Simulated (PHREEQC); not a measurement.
Solution (50 °C): 2.3 mol KOH, 0.042 mol K2SO4 and 3 mol NaCl per kg of water. Closed to the air; pH follows from the charge balance.

Model: Pitzer model, pitzer.dat, run in PHREEQC.

Precipitation was switched off in this run.

Q: Estimate the pH.

A: pH 13.69.

In brines, pH and single-ion activities rest on the MacInnes convention. At this temperature some constants are extrapolated from 25 °C, and those without enthalpy data are left unchanged.
